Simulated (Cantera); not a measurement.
Charge: 1 mol Hg, 30 mol N₂, equilibrated at 1250 °C and 1.00 bar.

These are equilibrium values from Cantera (NASA tables, ideal gas, pure condensed phases), not measurements of a reactor. Candidate condensed phases: Hg; 3 gas species. Kinetics and transport are ignored.

### Question
What is the equilibrium state?

### Answer
x(N₂): 0.968
x(Hg): 0.0323
gas amount: 31.00 mol
log10 activity of Hg(l) (absent): -4.26
